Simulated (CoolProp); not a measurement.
Vapour pressure (kPa) of ethanol: the reference equation beside estimates from Tc = 514.7 K, pc = 6268 kPa, ω = 0.644. Clausius-Clapeyron is anchored at 400.1 K with a constant enthalpy of vaporisation of 34.62 kJ/mol.

The numbers come from the reference Helmholtz-energy equation of state, Schroeder 2014 in CoolProp.

```
T (K)  reference  Lee-Kesler  Clausius-Clapeyron  van der Waals  Redlich-Kwong  Soave-Redlich-Kwong  Peng-Robinson
-----  ---------  ----------  ------------------  -------------  -------------  -------------------  -------------
361.2      146.4       147.2               171.2           1273          559.8                147.4          151.5
367.7      185.3       186.4               209.9           1393          649.2                186.9          191.1
374.2      232.4       233.7               255.6           1520          748.4                234.6          238.8
380.7      288.7       290.0               309.1           1655          858.0                291.5          295.6
387.2      355.6       356.7               371.3           1796          978.5                359.1          362.7
393.6      433.2       433.5               442.3           1944           1108                437.1          440.1
400.1      525.2       524.4               525.2           2101           1252                529.6          531.6
406.6      632.1       629.5               620.3           2266           1408                636.8          637.6
413.1      755.5       750.2               728.7           2439           1577                760.3          759.5
419.6      897.0       888.3               851.8           2620           1760                901.7          899.1
426.1       1058        1045               991.0           2810           1957                 1063           1058
432.6       1241        1223                1148           3007           2168                 1245           1238
439.1       1447        1423                1323           3214           2394                 1451           1441
445.5       1675        1644                1517           3425           2631                 1679           1666
```

Absolute difference from the reference over all 14 rows, mean and median: Lee-Kesler 0.8 and 0.6 %, Clausius-Clapeyron 6.9 and 6.7 %, van der Waals 336.5 and 279.3 %, Redlich-Kwong 145.1 and 130.6 %, Soave-Redlich-Kwong 0.7 and 0.7 %, Peng-Robinson 1.4 and 1.0 %.
